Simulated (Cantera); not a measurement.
Input: 1 mol CuO, 7.5 mol CO, equilibrated at 1600 °C and 750 Torr.

Equilibrium computed with Cantera from the NASA thermochemical tables; the gas is ideal and each condensed phase is pure. Candidate condensed phases: C, Cu, CuO, Cu₂O; 15 gas species. Equilibrium is a limit: real reactors are often held back by kinetics, nucleation or transport.

Task: What is the equilibrium state?

Result: 
```json
{
  "x(CO)": "0.866",
  "x(CO₂)": "0.133",
  "x(Cu)": "0.00122",
  "x(Cu₂)": "3.16e-6",
  "n(Cu(l))": "0.991 mol",
  "gas_amount": "7.509 mol",
  "log10 activity of C(graphite) (absent)": "-3.56"
}
```
